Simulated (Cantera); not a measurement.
An adiabatic, constant-pressure homogeneous reactor starts with CH4 : H2 : O2 : N2 : H2O = 1 : 0.77 : 1.99 : 7.47 : 0.029 (molar parts), equivalence ratio 1.2, at 1625 K and 19.7 atm.

Computed with Cantera and GRI-Mech 3.0 (53 species, 325 reactions). The pressure lies above the range GRI-Mech 3.0 was tuned for (to about 10 atm). Above 3000 K some thermodynamic fits are extrapolated.

Task: Predict: time of steepest temperature rise; temperature at 3.00 s; equilibrium temperature; x(H2) at 3.00 s; x(O2) at 3.00 s; x(HCO) at 3.00 s; x(CH2O) at 3.00 s; x(O) at 3.00 s.

Result: 
- time of steepest temperature rise: 8.38 µs
- temperature at 3.00 s: 3045 K
- equilibrium temperature: 3045 K
- x(H2) at 3.00 s: 0.0368 (gas-phase equilibrium 0.0368)
- x(O2) at 3.00 s: 0.00386 (gas-phase equilibrium 0.00386)
- x(HCO) at 3.00 s: 5.81e-7 (gas-phase equilibrium 5.81e-7)
- x(CH2O) at 3.00 s: 1.52e-8 (gas-phase equilibrium 1.52e-8)
- x(O) at 3.00 s: 0.00184 (gas-phase equilibrium 0.00184)
